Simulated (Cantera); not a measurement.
An isothermal, constant-pressure homogeneous reactor starts with CH4 : N2 = 1 : 10 (molar parts), at 1698 K and 1.00 bar.

Cantera simulation using GRI-Mech 3.0 (53 species, 325 reactions); the numbers are that mechanism's predictions, not measurements. GRI-Mech 3.0 stops at C3 and has no aromatics, soot or wall deposition, so with more carbon than oxygen in the feed, carbon stays in small species such as C2H2 where larger ones or solid carbon would form.

x: mole fraction; the columns are a selection and need not sum to one.

```json
[
 {"t (s)": "1.00e-6", "x CH4": "0.0909", "x C2H": "<1e-12", "x HCN": "<1e-12", "x C2H6": "5.54e-12", "x C2H2": "<1e-12", "x CH2": "2.51e-12", "x H": "2.94e-7"},
 {"t (s)": "4.35e-6", "x CH4": "0.0909", "x C2H": "<1e-12", "x HCN": "<1e-12", "x C2H6": "6.40e-10", "x C2H2": "<1e-12", "x CH2": "5.23e-11", "x H": "3.11e-7"},
 {"t (s)": "1.89e-5", "x CH4": "0.0909", "x C2H": "<1e-12", "x HCN": "<1e-12", "x C2H6": "5.57e-8", "x C2H2": "2.67e-11", "x CH2": "7.62e-10", "x H": "3.14e-7"},
 {"t (s)": "8.23e-5", "x CH4": "0.0907", "x C2H": "<1e-12", "x HCN": "1.30e-12", "x C2H6": "3.73e-6", "x C2H2": "1.20e-8", "x CH2": "1.14e-8", "x H": "3.76e-7"},
 {"t (s)": "0.000358", "x CH4": "0.0900", "x C2H": "3.81e-11", "x HCN": "4.63e-11", "x C2H6": "?", "x C2H2": "?", "x CH2": "?", "x H": "?"},
 {"t (s)": "0.00156", "x CH4": "0.0826", "x C2H": "3.42e-9", "x HCN": "3.00e-9", "x C2H6": "0.000432", "x C2H2": "0.000757", "x CH2": "3.32e-7", "x H": "6.42e-6"},
 {"t (s)": "0.00678", "x CH4": "0.0579", "x C2H": "3.16e-8", "x HCN": "4.42e-8", "x C2H6": "0.000148", "x C2H2": "0.0128", "x CH2": "1.86e-7", "x H": "1.91e-5"},
 {"t (s)": "0.0295", "x CH4": "0.0281", "x C2H": "6.14e-8", "x HCN": "1.88e-7", "x C2H6": "2.78e-5", "x C2H2": "0.0283", "x CH2": "8.34e-8", "x H": "3.37e-5"},
 {"t (s)": "0.128", "x CH4": "0.00838", "x C2H": "8.35e-8", "x HCN": "4.80e-7", "x C2H6": "2.48e-6", "x C2H2": "0.0376", "x CH2": "2.76e-8", "x H": "4.55e-5"},
 {"t (s)": "0.558", "x CH4": "0.00212", "x C2H": "9.22e-8", "x HCN": "8.35e-7", "x C2H6": "1.85e-7", "x C2H2": "0.0404", "x CH2": "7.50e-9", "x H": "5.02e-5"},
 {"t (s)": "2.43", "x CH4": "0.00114", "x C2H": "9.38e-8", "x HCN": "?", "x C2H6": "7.05e-8", "x C2H2": "0.0409", "x CH2": "4.09e-9", "x H": "5.11e-5"},
 {"t (s)": "10.6", "x CH4": "0.00113", "x C2H": "9.38e-8", "x HCN": "3.53e-6", "x C2H6": "6.96e-8", "x C2H2": "0.0409", "x CH2": "4.05e-9", "x H": "5.11e-5"},
 {"t (s)": "46.0", "x CH4": "0.00113", "x C2H": "9.38e-8", "x HCN": "1.47e-5", "x C2H6": "6.96e-8", "x C2H2": "0.0409", "x CH2": "4.05e-9", "x H": "5.11e-5"},
 {"t (s)": "200", "x CH4": "0.00113", "x C2H": "9.37e-8", "x HCN": "7.81e-5", "x C2H6": "6.95e-8", "x C2H2": "0.0409", "x CH2": "4.05e-9", "x H": "5.11e-5"}
]
```

### Question
Complete the blanks.

### Answer

- 0.000358, x C2H6: 9.84e-5
- 0.000358, x C2H2: 4.20e-6
- 0.000358, x CH2: 9.82e-8
- 0.000358, x H: 1.04e-6
- 2.43, x HCN: 1.38e-6
